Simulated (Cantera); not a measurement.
What does this Cantera script print?

```python
import numpy as np
import cantera as ct

gas_names = """
    H HNO HNO2 HNO3 HO2 H2 H2O H2O2 N NH NH2 NH3 NH2OH NO NO2 NO3 N2 N2H2 N2H4 N2O O OH O2 O3 Si SiH
    SiH2 SiH3 SiH4 SiN SiO SiO2 Si2 Si2N Si3
""".split()
cond_names = """
    H2O(s) H2O(L) Si(cr) Si(L) SiO2(Lqz) SiO2(hqz) SiO2(L) Si2N2O(s) Si3N4(a)
""".split()


def load(file, names, dense=False):
    # The tables refer to 1 bar. Condensed volumes are neglected.
    table = {s.name: s for s in ct.Species.list_from_file(file)}
    out = []
    for n in names:
        d = dict(table[n].input_data)
        d["thermo"] = dict(d["thermo"], **{"reference-pressure": 1e5})
        if dense:
            d["equation-of-state"] = {"model": "constant-volume", "density": "1e6 g/cm^3"}
        out.append(ct.Species.from_dict(d))
    return out


gas = ct.Solution(thermo="ideal-gas", species=load("nasa_gas.yaml", gas_names))
cond = {s.name: ct.Solution(thermo="fixed-stoichiometry", species=[s], name=s.name)
        for s in load("nasa_condensed.yaml", cond_names, dense=True)}
atoms = {
    'SiH4': {'Si': 1, 'H': 4},
    'H2O': {'H': 2, 'O': 1},
    'N2': {'N': 2},
}
top_T = {'Si2N2O(s)': 2100, 'Si3N4(a)': 2400}  # K; cautious upper limits of use, not melting points


def equilibrate(T, P, feed):
    n = {}
    for name, mol in feed.items():
        for a, k in atoms[name].items():
            n[a] = n.get(a, 0.0) + k * mol
    gas.TPX = T, P, n
    mass = sum(n.values()) * gas.mean_molecular_weight
    gas.equilibrate("TP")
    valid = [c for c in cond.values() if c.min_temp <= T <= top_T.get(c.name, c.max_temp)]
    mix = ct.Mixture([(gas, mass / gas.mean_molecular_weight)] + [(c, 0.0) for c in valid])
    mix.T, mix.P = T, P
    mix.equilibrate("TP", solver="vcs", rtol=1e-11, max_steps=5000)
    return mix


results = []
feed = {'SiH4': 1, 'H2O': 0.17, 'N2': 2}  # mol
T = 1573  # K
for P in [5, 15, 45, 140, 410, 1200, 3700, 11000, 33000, 100000]:
    mix = equilibrate(T, P, feed)
    results.append((T, P, feed, dict(zip(mix.species_names, mix.species_moles))))

top = {s: max(r[3][s] / sum(r[3][g] for g in gas_names) for r in results) for s in gas_names}
cols = sorted((s for s in top if top[s] > 1e-05), key=lambda s: -top[s])[:6]
seen = [c for c in cond_names if any(r[3].get(c, 0) > 1e-12 for r in results)]
print("log10 of partial pressures in bar; condensed amounts in mol")
print(f"{'P/Pa':>10s}" + "".join(f"{s[:9]:>10s}" for s in cols + seen))
for T, P, feed, n in results:
    ng = sum(n[g] for g in gas_names)
    print(f"{P:10.4g}" + "".join(f"{np.log10(max(n[s] / ng * P / 1e5, 1e-99)):10.3f}" for s in cols)
          + "".join(f"{n.get(c, 0):10.4g}" for c in seen))
```

Output:

```
log10 of partial pressures in bar; condensed amounts in mol
      P/Pa        H2        N2       SiO         H        Si       NH3    Si(cr) Si2N2O(s)  Si3N4(a)
         5    -4.605    -4.639    -5.709    -6.693    -7.260   -13.526     0.825         0         0
        15    -4.127    -4.161    -5.232    -6.454    -7.260   -12.570    0.8283         0         0
        45    -3.588    -3.730    -5.329    -6.185    -7.260   -11.546    0.2383    0.1307    0.1535
       140    -3.071    -3.263    -5.484    -5.926    -7.571   -10.537         0    0.1616    0.2228
       410    -2.603    -2.796    -5.640    -5.692    -7.882    -9.601         0     0.168    0.2207
      1200    -2.136    -2.329    -5.796    -5.459    -8.193    -8.668         0    0.1695    0.2202
      3700    -1.647    -1.840    -5.959    -5.214    -8.520    -7.690         0    0.1699      0.22
   1.1e+04    -1.174    -1.367    -6.116    -4.978    -8.835    -6.743         0      0.17      0.22
   3.3e+04    -0.697    -0.890    -6.275    -4.739    -9.153    -5.789         0      0.17      0.22
     1e+05    -0.215    -0.408    -6.436    -4.498    -9.474    -4.826         0      0.17      0.22
```

Cantera equilibrium calculation (NASA polynomials, part measured and part estimated; ideal gas, pure solids and liquids). Mutual solubility and eutectic melting of coexisting phases are not modelled.
